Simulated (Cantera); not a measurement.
Charge: 1 mol toluene, 0.025 mol CO2, 0.78 mol O2, equilibrated at 623.15 K and 1330 Pa.

These are equilibrium values from Cantera (NASA tables, ideal gas, pure condensed phases), not measurements of a reactor. Candidate condensed phases: C, C6H6, C7H8, C8H18, H2O; 110 gas species. Kinetics and transport are ignored.

Base state: H2 0.482, H2O 0.282, CH4 0.157, CO2 0.0729, CO 0.00588 (mole fractions); condensed: C(graphite).

Problem. What changes in the equilibrium state with this change: temperature from 623.15 K to 1773.15 K?

Solution. 
```csv
species,before,after
H2,0.482,0.711
CO,0.00588,0.287
H,<1e-9,0.00208
H2O,0.282,8.87e-7
CO2,0.0729,9.63e-8
CH4,0.157,5.68e-6
C2H2 (acetylene),<1e-9,9.97e-5
"C(graphite), mol",6.15,5.41
```
